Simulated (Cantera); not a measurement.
Feed: 1 mol borazine, 0.79 mol N2, 110 mol H2, held at 2375 K and 100000 Pa.

Method: chemical equilibrium by Gibbs-energy minimisation in Cantera with the NASA 1993 tables (ideal gas, pure condensed phases). Candidate condensed phases: B, BN; 15 gas species. The feed counts by its element totals alone. Mutual solubility and eutectic melting of coexisting phases are not modelled. The tables' values for BH2 are old estimates; treat these amounts as uncertain. Gases not in the tables: B2H6 and higher boranes. Rates play no part.

Base state: H2 0.970, H 0.0139, N2 0.0138, BH2 0.00268, BH3 7.46e-5, B 2.45e-5, BH 1.73e-5 (mole fractions); condensed: B(l) + BN(s).

Question: What changes in the equilibrium state with this change: temperature from 2375 K to 1398.15 K?

Answer: 
| species | before | after |
|---|---|---|
| H2 | 0.970 | 0.993 |
| N2 | 0.0138 | 0.00694 |
| H | 0.0139 | 4.73e-6 |
| BH2 | 0.00268 | <1e-9 |
| BH3 | 7.46e-5 | <1e-9 |
| B | 2.45e-5 | <1e-9 |
| BH | 1.73e-5 | <1e-9 |
| B(l), mol | 1.27 | 0 |
| BN(s), mol | 1.40 | 3.00 |

Question: What changes in the equilibrium state with this change: temperature from 2375 K to 800 K?

Answer: 
```csv
species,before,after
H2,0.970,0.993
N2,0.0138,0.00682
NH3,1.33e-6,0.000244
H,0.0139,<1e-9
BH2,0.00268,<1e-9
BH3,7.46e-5,<1e-9
B,2.45e-5,<1e-9
BH,1.73e-5,<1e-9
"B(l), mol",1.27,0
"BN(s), mol",1.40,3.00
```

Question: What changes in the equilibrium state with this change: 0.27 mol HF added?

Answer: 
```
species      before     after
----------  -------  --------
H2            0.970     0.967
H            0.0139    0.0139
N2           0.0138    0.0138
BF                0   0.00205
HF                0  0.000259
BH2         0.00268   0.00267
BF2               0   1.11e-5
BH3         7.46e-5   7.44e-5
BH          1.73e-5   1.73e-5
B           2.45e-5   2.45e-5
B(l), mol      1.27      1.05
BN(s), mol     1.40      1.39
```
The tables' values for BH2, BF2 are old estimates; treat these amounts as uncertain.
